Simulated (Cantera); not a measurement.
A diamond (100) surface in a fixed gas of H2 with x(CH4) = 0.022, x(H) = 0.00079, at 1175 K, 0.180 bar; coverages are run to steady state.

Detailed kinetics in Cantera: the Harris–Goodwin 1993 mechanism for the reconstructed diamond (100) surface.

θ: site fractions in the mechanism's names (c6HH fully hydrogenated, c6H* and c6*H radical sites, c6** diradical, c6HM methylated).

```csv
x(CH3),growth (µm/h),θ c6HH,θ c6H*,θ c6*H,θ c6**,θ c6HM
1e-06,[?],0.482,0.0345,0.464,0.0198,7.95e-5
2.6e-06,[?],0.482,0.0345,0.464,0.0198,0.000207
6.6e-06,[?],0.481,0.0345,0.464,0.0198,0.000524
1.7e-05,[?],0.481,0.0344,0.463,0.0197,0.00135
4.4e-05,[?],0.479,0.0343,0.461,0.0195,0.00347
0.00011,[?],0.475,0.0340,0.457,0.0191,0.00854
0.00029,[?],0.465,0.0332,0.446,0.0179,0.0217
0.00074,[?],0.443,0.0314,0.422,0.0154,0.0510
0.0019,[?],0.399,0.0279,0.375,0.0111,0.110
```

**Question.** Complete the blanks.

**Answer.** 
- 1e-06, growth (µm/h): 0.0463
- 2.6e-06, growth (µm/h): 0.120
- 6.6e-06, growth (µm/h): 0.305
- 1.7e-05, growth (µm/h): 0.784
- 4.4e-05, growth (µm/h): 2.01
- 0.00011, growth (µm/h): 4.96
- 0.00029, growth (µm/h): 12.5
- 0.00074, growth (µm/h): 29.1
- 0.0019, growth (µm/h): 61.2
